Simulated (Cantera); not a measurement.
An isothermal plug-flow reactor at 975 K and 1.50 bar (inlet), inlet velocity 0.11 m/s, active area per volume 430 1/m; feed CH4 : O2 : N2 : H2O = 0.0027 : 0.057 : 0.79 : 0.02 (molar parts), equivalence ratio 0.095.

Model: Deutschmann's 1995 Pt surface mechanism with GRI-Mech 3.0 gas chemistry, integrated in Cantera. Catalytic surfaces can have several steady states; this one follows from the mechanism file's or the stated starting coverage. Mass transfer to the wall is taken as infinitely fast.

Question: What does this change do: inlet velocity 0.11 to 0.038 m/s?

Answer: 
| quantity | before | after |
|---|---|---|
| x(CH4) at z = 0.0041 m | 0.00136 | 0.000268 |
| x(O2) at z = 0.0041 m | 0.0621 | 0.0599 |
| x(H2O) at z = 0.0041 m | 0.0264 | 0.0286 |
| x(CO2) at z = 0.0041 m | 0.00171 | 0.00278 |
| x(CO) at z = 0.0041 m | 6.18e-7 | 1.78e-7 |
| θ(free Pt) at the exit | 0.174 | 0.175 |
| θ(O*) at the exit | 0.822 | 0.821 |
| θ(OH*) at the exit | 0.00371 | 0.00387 |

Question: What does this change do: area per volume 430 to 310 1/m?

Answer: 
| quantity | before | after |
|---|---|---|
| x(CH4) at z = 0.0041 m | 0.00136 | 0.00172 |
| x(O2) at z = 0.0041 m | 0.0621 | 0.0628 |
| x(H2O) at z = 0.0041 m | 0.0264 | 0.0257 |
| x(CO2) at z = 0.0041 m | 0.00171 | 0.00136 |
| x(CO) at z = 0.0041 m | 6.18e-7 | 7.74e-7 |
| θ(free Pt) at the exit | 0.174 | 0.174 |
| θ(O*) at the exit | 0.822 | 0.823 |
| θ(OH*) at the exit | 0.00371 | 0.00366 |

Question: What does this change do: temperature 975 to 1225 K?

Answer: 
```csv
quantity,before,after
x(CH4) at z = 0.0041 m,0.00136,1.18e-7
x(O2) at z = 0.0041 m,0.0621,0.0594
x(H2O) at z = 0.0041 m,0.0264,0.0292
x(CO2) at z = 0.0041 m,0.00171,0.00305
x(CO) at z = 0.0041 m,6.18e-7,5.95e-8
θ(free Pt) at the exit,0.174,0.453
θ(O*) at the exit,0.822,0.544
θ(OH*) at the exit,0.00371,0.00244
```
